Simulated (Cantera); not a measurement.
**Moist CO burnout**

An isothermal, constant-pressure homogeneous reactor starts with CO : O2 : H2O : N2 = 0.015 : 0.0054 : 0.00026 : 1 (molar parts), equivalence ratio 1.4, at 1300 K and 4.70 bar.

Model: GRI-Mech 3.0 (53 species, 325 reactions), integrated in Cantera.

| t (s) | x CO | x O2 | x H2O | x O | x H |
|---|---|---|---|---|---|
| 3.00e-5 | 0.0147 | 0.00529 | 0.000255 | 2.25e-9 | 1.17e-11 |
| 9.10e-5 | 0.0147 | 0.00529 | 0.000255 | 6.42e-9 | 8.64e-11 |
| 0.000276 | 0.0147 | 0.00529 | 0.000255 | 1.80e-8 | 5.43e-10 |
| 0.000837 | 0.0147 | 0.00529 | 0.000255 | 7.68e-8 | 4.72e-9 |
| 0.00254 | 0.0147 | 0.00528 | 0.000254 | 3.46e-6 | 2.78e-7 |
| 0.00770 | 0.0110 | 0.00340 | 0.000231 | 8.85e-5 | 1.50e-5 |
| 0.0234 | 0.00422 | 5.63e-5 | 0.000209 | 9.60e-6 | 3.58e-5 |
| 0.0709 | 0.00409 | 1.33e-7 | 0.000209 | 6.66e-9 | 2.35e-6 |
| 0.215 | 0.00409 | 1.61e-8 | 0.000210 | 2.29e-10 | 3.82e-7 |
| 0.652 | 0.00409 | 3.95e-9 | 0.000210 | 3.88e-11 | 1.06e-7 |
| 1.98 | 0.00409 | 9.96e-10 | 0.000210 | 9.43e-12 | 3.78e-8 |
| 6.00 | 0.00409 | 1.93e-10 | 0.000210 | 3.13e-12 | 1.64e-8 |
x: mole fraction; the columns are a selection and need not sum to one.

Equilibrium at this temperature and pressure: CO 0.00409, O2 <1e-12, H2O 0.000210, O <1e-12, H 3.47e-9 (gas phase only).
